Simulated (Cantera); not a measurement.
## Stirred combustor or abatement burner

A perfectly stirred reactor is fed with 41.6 % H2, 12.2 % O2, 46.2 % N2, at 0.691 atm; it is adiabatic with a 450 K inlet, and is followed from long to short residence time, starting on the burning branch (τ in s: 0.056, 0.027, 0.013, 0.006, 0.0029, 0.0014, 0.00064, 0.00031, 0.00014, 6.9e-05, 3.3e-05).

Computed with Cantera and GRI-Mech 3.0 (53 species, 325 reactions).

```
τ (s)    T (K)   x H2      x O2     x NO      x H     x NO2    x HO2
-------  -----  -----  --------  -------  -------  --------  -------
0.056     2242  0.191   5.58e-5  6.28e-5  0.00819  4.03e-10  3.01e-8
0.027     2223  0.190   9.34e-5  5.53e-5   0.0108  3.52e-10  5.27e-8
0.013     2194  0.188  0.000160  4.71e-5   0.0147  2.97e-10  9.27e-8
0.0060    2151  0.185  0.000286  3.90e-5   0.0204  2.45e-10  1.64e-7
0.0029    2096  0.182  0.000492  3.29e-5   0.0277  2.12e-10  2.73e-7
0.0014    2024  0.178  0.000837  2.84e-5   0.0372  1.95e-10  4.48e-7
0.00064   1927  0.172   0.00145  2.43e-5   0.0500  1.91e-10  7.65e-7
0.00031   1818  0.166   0.00236  2.00e-5   0.0639  1.88e-10  1.29e-6
0.00014   1681  0.160   0.00408  1.44e-5   0.0804  1.72e-10  2.44e-6
6.9e-5    1548  0.158   0.00721  9.37e-6   0.0935  1.44e-10  4.85e-6
3.3e-5    1395  0.171    0.0159  4.87e-6   0.0973  1.13e-10  1.24e-5
```
x: mole fraction; the columns are a selection and need not sum to one.
